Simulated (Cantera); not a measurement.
Input: 1 mol C6H6, 2.1 mol NH3, 4.5 mol H2, held at 1223 K and 13.3 mbar.

These are equilibrium values from Cantera (NASA tables, ideal gas, pure condensed phases), not measurements of a reactor. Candidate condensed phases: C, C6H6, C7H8, C8H18; 92 gas species. Kinetics and transport are ignored.

Base state: H2 0.910, N2 0.0897, CH4 0.000147, HCN 2.73e-5 (mole fractions); condensed: C(graphite).

### Question
What changes in the equilibrium state with this change: temperature from 1223 K to 2923 K?

### Answer
```
species            before    after
----------------  -------  -------
H                 2.48e-6    0.589
H2                  0.910    0.302
N2                 0.0897   0.0475
C3                  <1e-9   0.0101
C2H2 (acetylene)  1.43e-7   0.0149
HCN               2.73e-5   0.0209
C2H                 <1e-9  0.00447
CN                  <1e-9  0.00390
C                   <1e-9  0.00179
C2                  <1e-9  0.00101
C(graphite), mol     6.00     4.24
```
